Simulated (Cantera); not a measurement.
**Thermodynamics of fluorocarbon and chlorocarbon gases, feed CF₄ + F₂ + H₂**

A closed system holds: 1 mol CF₄, 2.4 mol F₂, 1.4 mol H₂, equilibrated at 7.00 mbar.

Method: chemical equilibrium by Gibbs-energy minimisation in Cantera with the NASA 1993 tables (ideal gas, pure condensed phases). Candidate condensed phases: C, C₆H₆, C₇H₈, C₈H₁₈; 110 gas species. Ions and electrons are included (thermal ionisation). Rates play no part.

```
T (K)    x F      x HF     x H      x C      x CF      x C₃     x CF₂
-----  -----  --------  ------  -------  --------  --------  --------
3000   0.609     0.300  0.0109  0.00494    0.0480    0.0141    0.0107
3250   0.637     0.238  0.0518   0.0190    0.0346    0.0129   0.00160
3500   0.665     0.128   0.130   0.0456    0.0199   0.00520  0.000241
3750   0.685    0.0484   0.187   0.0676   0.00842  0.000779   3.16e-5
4000   0.693    0.0166   0.210   0.0755   0.00310   7.38e-5   4.12e-6
4250   0.697   0.00597   0.218   0.0780   0.00119   7.54e-6   6.29e-7
4500   0.698   0.00235   0.220   0.0788  0.000497   9.40e-7   1.16e-7
4750   0.698   0.00101   0.221   0.0790  0.000226   1.43e-7   2.52e-8
5000   0.698  0.000472   0.222   0.0790  0.000111   2.62e-8   6.36e-9
```
x: gas mole fraction; nothing condenses.

From 3000 K to 5000 K nothing is condensed. The main C-bearing gas is CF at 3000 K and C at 5000 K.
